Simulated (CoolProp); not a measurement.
Model: reference Helmholtz-energy equation of state, Thol 2019, in CoolProp.

Problem. For n-pentane, give the phase and the Joule-Thomson coefficient (K/MPa), Prandtl number at 352.3 K and 1.01 bar; 379.1 K and 1.01 bar; 620 K and 1.01 bar.

Solution. 
- 352.3 K and 1.01 bar: gas; Joule-Thomson coefficient 20.1, Prandtl number 0.758
- 379.1 K and 1.01 bar: gas; Joule-Thomson coefficient 15.7, Prandtl number 0.748
- 620 K and 1.01 bar: gas; Joule-Thomson coefficient 3.54, Prandtl number 0.703

Viscosity comes from a separate model (Quiñones-Cisneros 2006), older than the equation that it now runs on, and unchecked against measurements. Thermal conductivity comes from a separate model (Vassiliou 2015).
